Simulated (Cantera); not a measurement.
Input: 1 mol PbO, 9.2 mol N2, held at 1.28 Torr.

Equilibrium computed with Cantera from the NASA thermochemical tables; the gas is ideal and each condensed phase is pure. Candidate condensed phases: Pb, PbO, PbO2, Pb3O4; 12 gas species. Gases not in the tables: (PbO)n polymers. The numbers say what is thermodynamically allowed, not how fast it happens. All values below are at 1348 K.

Base state: N2 0.891, PbO 0.0720, Pb 0.0248, O2 0.0123, NO 0.000138 (mole fractions); condensed: gas only.

### Question
What changes in the equilibrium state with this change: pressure from 1.28 Torr to 458 Torr?

### Answer
| species | before | after |
|---|---|---|
| N2 | 0.891 | 0.998 |
| PbO | 0.0720 | 0.00165 |
| Pb | 0.0248 | 0.000286 |
| O2 | 0.0123 | 0.000135 |
| NO | 0.000138 | 1.53e-5 |
| PbO(l), mol | 0 | 0.982 |

### Question
What changes in the equilibrium state with this change: pressure from 1.28 Torr to 7.50 Torr?

### Answer
| species | before | after |
|---|---|---|
| N2 | 0.891 | 0.895 |
| PbO | 0.0720 | 0.0823 |
| Pb | 0.0248 | 0.0150 |
| O2 | 0.0123 | 0.00746 |
| NO | 0.000138 | 0.000107 |
